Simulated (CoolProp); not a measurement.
Properties of fluorine along the isotherm 147.5 K.

Computed with CoolProp (reference Helmholtz-energy equation of state, de Reuck 1990).

| p (MPa) | phase | density (kg/m³) | isothermal compressibility (1/MPa) | fugacity coefficient |
|---|---|---|---|---|
| 0.164 | gas | 5.131 | 6.157 | 0.9905 |
| 0.327 | gas | 10.33 | 3.120 | 0.9810 |
| 0.491 | gas | 15.67 | 2.100 | 0.9715 |
| 0.655 | gas | 21.13 | 1.592 | 0.9620 |
| 0.819 | gas | 26.71 | 1.288 | 0.9524 |
| 0.982 | gas | 32.38 | 1.088 | 0.9430 |
| 1.15 | gas | 38.37 | 0.9410 | 0.9333 |
| 1.31 | gas | 44.22 | 0.8369 | 0.9240 |
| 1.47 | gas | 50.22 | 0.7562 | 0.9147 |
| 1.64 | gas | 56.76 | 0.6882 | 0.9049 |
| 1.8 | gas | 63.10 | 0.6366 | 0.8956 |
| 1.96 | gas | 69.62 | 0.5940 | 0.8864 |
| 2.13 | gas | 76.77 | 0.5564 | 0.8766 |
| 2.29 | gas | 83.71 | 0.5267 | 0.8673 |
| 2.46 | gas | 91.34 | 0.5001 | 0.8575 |
| 2.62 | gas | 98.77 | 0.4789 | 0.8483 |
